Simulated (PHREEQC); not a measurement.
0.1 mol of Hydroxyapatite (Ca5(PO4)3OH) is brought to equilibrium with 1 kg of water holding 10 mmol/kgw NaCl, at 25 °C, the pH being set by adding NaOH or HCl. Oxygen is held at 0.21 atm. No CO2 enters from the air. Only these solids could form: Hydroxyapatite, Portlandite.

The numbers come from PHREEQC with the ion-association model with all activity coefficients set to 1, wateq4f.dat.

```tsv
pH	dissolved Ca (mol/kgw)	dissolved P (mol/kgw)	CaH2PO4+ (mol/kgw)	Ca+2 (mol/kgw)	H2PO4- (mol/kgw)
4	0.162	0.0970	0.0675	0.0933	0.0283
5.17	0.00791	0.00475	0.000700	0.00707	0.00387
5.75	0.00230	0.00138	6.80e-5	0.00218	0.00122
6.33	0.000723	0.000434	6.44e-6	0.000698	0.000360
7.5	9.70e-5	5.82e-5	4.54e-8	9.49e-5	1.87e-5
8.67	2.17e-5	1.30e-5	2.28e-10	2.14e-5	4.16e-7
9.25	1.11e-5	6.66e-6	1.58e-11	1.09e-5	5.68e-8
9.83	5.77e-6	3.46e-6	1.10e-12	5.59e-6	7.65e-9
11	1.68e-6	1.01e-6	0	1.50e-6	1.28e-10
```

H3PO4, which wateq4f.dat lacks, is added to it with the constant of phreeqc.dat.
